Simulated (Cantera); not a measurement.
What does this Cantera script print?

```python
import numpy as np
import cantera as ct

gas = ct.Solution("gri30.yaml")


def delay(T, t_max=10):
    gas.TPX = T, 101325, {'CH4': 1, 'O2': 0.909, 'N2': 2.82, 'H2O': 0.43}
    reactor = ct.IdealGasConstPressureReactor(gas, clone=False)
    net = ct.ReactorNet([reactor])
    net.rtol, net.atol = 1e-8, 1e-16
    while net.time < t_max:
        t_old, T_old = net.time, reactor.T
        net.step()
        if reactor.T > T + 400:  # ignition: a rise of 400 K
            return t_old + (T + 400 - T_old) / (reactor.T - T_old) * (net.time - t_old)
    return np.nan


taus = []
for T in [1023, 1123, 1223, 1323, 1423, 1523]:
    taus.append(delay(T))
    print(f"T0 = {T:6g} K   tau = {taus[-1]:.4e} s")
```

Output:

```
T0 =   1023 K   tau = 1.0998e+00 s
T0 =   1123 K   tau = 2.2632e-01 s
T0 =   1223 K   tau = 5.4283e-02 s
T0 =   1323 K   tau = 1.4634e-02 s
T0 =   1423 K   tau = 4.3101e-03 s
T0 =   1523 K   tau = 1.3954e-03 s
```

Computed with Cantera and GRI-Mech 3.0 (53 species, 325 reactions).
